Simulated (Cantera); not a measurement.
Premixed flame

A freely propagating, adiabatic, planar premixed flame of 8.21 % CH4, 24.1 % O2, 67.7 % N2, equivalence ratio 0.68, unburnt at 500 K and 110000 Pa; mixture-averaged transport, grid criteria slope 0.08 and curve 0.16, no radiation.

Computed with Cantera and GRI-Mech 3.0 (53 species, 325 reactions). Burning velocities carry a grid error of a few per cent, more on coarse grids.

```json
[
 {"z (mm)": "-0.929", "T (K)": "500", "u (m/s)": "0.924", "x CH4": "0.0820", "x O2": "0.241", "x C2H2": "<1e-8", "x HCN": "<1e-8", "x HCO": "<1e-8", "x NO": "<1e-8"},
 {"z (mm)": "-0.619", "T (K)": "502", "u (m/s)": "0.928", "x CH4": "0.0818", "x O2": "0.241", "x C2H2": "<1e-8", "x HCN": "<1e-8", "x HCO": "<1e-8", "x NO": "<1e-8"},
 {"z (mm)": "-0.464", "T (K)": "510", "u (m/s)": "0.944", "x CH4": "0.0812", "x O2": "0.240", "x C2H2": "3.81e-8", "x HCN": "<1e-8", "x HCO": "<1e-8", "x NO": "<1e-8"},
 {"z (mm)": "-0.310", "T (K)": "561", "u (m/s)": "1.04", "x CH4": "0.0778", "x O2": "0.236", "x C2H2": "3.41e-7", "x HCN": "<1e-8", "x HCO": "<1e-8", "x NO": "3.98e-8"},
 {"z (mm)": "-0.155", "T (K)": "910", "u (m/s)": "1.71", "x CH4": "0.0566", "x O2": "0.207", "x C2H2": "4.47e-6", "x HCN": "7.54e-8", "x HCO": "4.22e-7", "x NO": "5.36e-7"},
 {"z (mm)": "-0.0774", "T (K)": "1298", "u (m/s)": "2.46", "x CH4": "0.0318", "x O2": "0.169", "x C2H2": "1.29e-5", "x HCN": "2.04e-7", "x HCO": "9.69e-6", "x NO": "1.35e-6"},
 {"z (mm)": "0", "T (K)": "1672", "u (m/s)": "3.18", "x CH4": "0.00807", "x O2": "0.124", "x C2H2": "2.17e-5", "x HCN": "4.12e-7", "x HCO": "4.33e-5", "x NO": "2.76e-6"},
 {"z (mm)": "0.0774", "T (K)": "1833", "u (m/s)": "3.49", "x CH4": "0.000679", "x O2": "0.0981", "x C2H2": "3.33e-6", "x HCN": "3.29e-7", "x HCO": "1.50e-5", "x NO": "4.60e-6"},
 {"z (mm)": "0.155", "T (K)": "1889", "u (m/s)": "3.58", "x CH4": "3.11e-5", "x O2": "0.0890", "x C2H2": "9.25e-8", "x HCN": "1.17e-7", "x HCO": "1.05e-6", "x NO": "6.29e-6"},
 {"z (mm)": "0.310", "T (K)": "1960", "u (m/s)": "3.69", "x CH4": "6.28e-8", "x O2": "0.0832", "x C2H2": "<1e-8", "x HCN": "<1e-8", "x HCO": "1.67e-8", "x NO": "9.25e-6"},
 {"z (mm)": "0.619", "T (K)": "2043", "u (m/s)": "3.82", "x CH4": "<1e-8", "x O2": "0.0799", "x C2H2": "<1e-8", "x HCN": "<1e-8", "x HCO": "<1e-8", "x NO": "1.46e-5"},
 {"z (mm)": "1.24", "T (K)": "2121", "u (m/s)": "3.95", "x CH4": "<1e-8", "x O2": "0.0782", "x C2H2": "<1e-8", "x HCN": "<1e-8", "x HCO": "<1e-8", "x NO": "2.35e-5"},
 {"z (mm)": "2.48", "T (K)": "2173", "u (m/s)": "4.03", "x CH4": "<1e-8", "x O2": "0.0773", "x C2H2": "<1e-8", "x HCN": "<1e-8", "x HCO": "<1e-8", "x NO": "3.64e-5"}
]
```
x: mole fraction of selected species; z is measured from the peak of heat release.

```
Quantity                      Value
------------------------  ---------
laminar burning velocity  92.3 cm/s
thermal thickness          0.310 mm
peak x(C2H2)                2.26e-5
peak x(HCN)                 4.37e-7
peak x(HCO)                 4.37e-5
grid points                     147
```
